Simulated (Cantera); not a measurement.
**Ignition delay**

Mixture: 12.3 % CH3OH, 18.4 % O2, 69.3 % N2, equivalence ratio 1.0, at 3.80 bar, adiabatic and at constant pressure. Ignition delay is the time to a rise of 400 K.

Detailed kinetics in Cantera: GRI-Mech 3.0 (53 species, 325 reactions). GRI-Mech 3.0 was tuned for natural gas; its chemistry of methanol as a main component is partial and can be far from experiment.

```tsv
T0 (K)	delay (ms)
1250	1.39
1325	0.482
1400	0.192
1475	0.0865
1550	0.0434
1625	0.0237
1700	0.0139
1775	0.00862
```

apparent activation energy between 1625 and 1775 K: 160 kJ/mol
